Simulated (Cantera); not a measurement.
A Cantera script and its output.

```python
import numpy as np
import cantera as ct

surf = ct.Interface("ptcombust.yaml", "Pt_surf")
gas = surf.adjacent["gas"]
gas.TPX = 1048, 101325, {'CH4': 0.006, 'O2': 0.15, 'N2': 0.79}
surf.TP = 1048, 101325
reactor = ct.FlowReactor(gas, clone=False)
reactor.area = 0.0001  # m2
reactor.surface_area_to_volume_ratio = 350  # 1/m
reactor.mass_flow_rate = 0.76 * reactor.area * gas.density  # inlet velocity 0.76 m/s
reactor.energy_enabled = False
wall = ct.ReactorSurface(surf, reactor, clone=False)
net = ct.ReactorNet([reactor])
net.rtol, net.atol = 1e-8, 1e-16
show, cover = ['CH4', 'O2', 'H2O', 'CO2', 'CO'], ['PT(S)', 'H(S)', 'O(S)', 'OH(S)', 'CO(S)', 'C(S)']

rows = []
print(f"{'z/m':>9s}{'u/(m/s)':>9s}" + "".join(f"{s:>13s}" for s in show + cover))
for z in [3.1e-05, 5.9e-05, 0.00011, 0.00022, 0.00043, 0.00082, 0.0016, 0.0031]:
    net.advance(z)
    rows.append([reactor.speed, *gas[show].X, *surf[cover].coverages])
    print(f"{z:9.4g}{rows[-1][0]:9.3g}" + "".join(f"{x:13.4e}" for x in rows[-1][1:]))
```

Output:

```
      z/m  u/(m/s)          CH4           O2          H2O          CO2           CO        PT(S)         H(S)         O(S)        OH(S)        CO(S)         C(S)
  3.1e-05     0.76   6.3339e-03   1.5855e-01   1.7135e-05   7.7371e-06   8.2874e-07   2.2402e-01   4.1479e-08   7.7582e-01   1.5482e-04   5.1909e-06   4.4740e-08
  5.9e-05     0.76   6.3262e-03   1.5853e-01   3.2594e-05   1.4872e-05   1.4205e-06   2.2402e-01   4.4751e-08   7.7581e-01   1.6718e-04   5.2809e-06   4.4687e-08
  0.00011     0.76   6.3121e-03   1.5850e-01   6.0704e-05   2.8132e-05   2.2109e-06   2.2402e-01   5.0151e-08   7.7579e-01   1.8757e-04   5.3983e-06   4.4590e-08
  0.00022     0.76   6.2819e-03   1.5844e-01   1.2113e-04   5.7415e-05   3.1278e-06   2.2402e-01   6.0125e-08   7.7574e-01   2.2524e-04   5.5235e-06   4.4380e-08
  0.00043     0.76   6.2245e-03   1.5833e-01   2.3570e-04   1.1416e-04   3.6403e-06   2.2403e-01   7.5481e-08   7.7568e-01   2.8323e-04   5.5616e-06   4.3981e-08
  0.00082     0.76   6.1192e-03   1.5812e-01   4.4580e-04   2.1905e-04   3.6999e-06   2.2405e-01   9.7528e-08   7.7558e-01   3.6644e-04   5.4887e-06   4.3250e-08
   0.0016     0.76   5.9136e-03   1.5771e-01   8.5572e-04   4.2385e-04   3.5827e-06   2.2409e-01   1.3021e-07   7.7541e-01   4.8967e-04   5.3091e-06   4.1827e-08
   0.0031     0.76   5.5361e-03   1.5696e-01   1.6071e-03   7.9886e-04   3.3576e-06   2.2422e-01   1.7499e-07   7.7512e-01   6.5820e-04   4.9786e-06   3.9220e-08
```

Model: Deutschmann's 1995 Pt surface mechanism with GRI-Mech 3.0 gas chemistry, integrated in Cantera. Catalytic surfaces can have several steady states; this one follows from the mechanism file's or the stated starting coverage. Mass transfer to the wall is taken as infinitely fast.
